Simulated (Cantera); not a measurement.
A perfectly stirred reactor is fed with CH₄ : CO : O₂ : N₂ : H₂O = 1 : 0.18 : 5.1 : 19.2 : 3.6 (molar parts), equivalence ratio 0.41, at 5.00 bar; it is adiabatic with a 473 K inlet, and is followed from long to short residence time, starting on the burning branch (τ in s: 0.087, 0.046, 0.025, 0.013, 0.0069, 0.0037, 0.0019, 0.001, 0.00055, 0.00029, 0.00015, 8.2e-05, 4.4e-05).

Cantera simulation using GRI-Mech 3.0 (53 species, 325 reactions); the numbers are that mechanism's predictions, not measurements.

Q: What does this change do: O2 5.1 to 7.3 parts?

A: 
```json
[
 {"quantity": "blow-out, bracketed by the residence times tried", "before": "burning at 46.0 ms, out at 25.0 ms", "after": "not reached"},
 {"quantity": "x(CH₄) at τ = 87.0 ms", "before": "0.000423", "after": "0.0320"},
 {"quantity": "x(CO) at τ = 87.0 ms", "before": "0.00303", "after": "0.00575"},
 {"quantity": "x(O₂) at τ = 87.0 ms", "before": "0.106", "after": "0.233"},
 {"quantity": "x(HO₂) at τ = 87.0 ms", "before": "2.32e-5", "after": "<1e-12"},
 {"quantity": "x(CH₂) at τ = 87.0 ms", "before": "7.65e-10", "after": "<1e-12"},
 {"quantity": "x(CH₄) at τ = 1.90 ms", "before": "0.0344", "after": "0.0320"},
 {"quantity": "x(CO) at τ = 1.90 ms", "before": "0.00619", "after": "0.00575"},
 {"quantity": "x(O₂) at τ = 1.90 ms", "before": "0.175", "after": "0.233"},
 {"quantity": "x(HO₂) at τ = 1.90 ms", "before": "<1e-12", "after": "<1e-12"},
 {"quantity": "x(CH₂) at τ = 1.90 ms", "before": "<1e-12", "after": "<1e-12"},
 {"quantity": "state", "before": "not reached", "after": "not burning at any residence time tried"}
]
```
